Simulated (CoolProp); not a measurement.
The numbers come from the reference Helmholtz-energy equation of state, Thol 2022 in CoolProp.

Problem. For vinyl chloride, give the phase and the speed of sound (m/s), Joule-Thomson coefficient (K/MPa) at 415.3 K and 14.1 kPa.

Solution. 
- 415.3 K and 14.1 kPa: gas; speed of sound 251, Joule-Thomson coefficient 10.3
